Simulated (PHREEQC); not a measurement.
Consider water at 67 °C with 0.093 mol/kgw CuCl2, 0.036 mol/kgw HBF4 and 0.014 mol/kgw Na2SO4. Closed to the air; pH follows from the charge balance.

The numbers come from PHREEQC with the ion-association model, wateq4f.dat.

This is a speciation only: nothing precipitates in the calculation.

Question: Predict the pH, ionic strength.

Answer: pH 1.70; ionic strength 0.251 mol/kgw.

Question: In which forms is F present?

Answer: BF4- 84 %, HF 12 %, BF3OH- 3.1 %, BF2(OH)2- 0.7 % of the F.

Constants without temperature data keep their 25 °C values here. Real BF4- forms and hydrolyses slowly; the run takes it at equilibrium.
